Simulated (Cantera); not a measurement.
Equilibrium for hydrogen reduction and annealing atmospheres: V₂O₃ + H₂ + N₂

Feed: 1 mol V₂O₃, 350 mol H₂, 0.55 mol N₂, at 1750 K and 13.3 mbar.

Method: chemical equilibrium by Gibbs-energy minimisation in Cantera with the NASA 1993 tables (ideal gas, pure condensed phases). Candidate condensed phases: H₂O, V, VN, VO, V₂O₃, V₂O₄, V₂O₅; 28 gas species. VO: taken at fixed stoichiometry. The numbers say what is thermodynamically allowed, not how fast it happens.

x(H₂): 0.994
x(H₂O): 0.00285
x(H): 0.00201
x(N₂): 0.00157
x(VO₂): 2.80e-6
x(VO): 1.68e-6
n(VO(s)): 2.00 mol
gas amount: 350.9 mol
log10 activity of V(s) (absent): -1.53
log10 activity of V₂O₅(l) (absent): -11.80
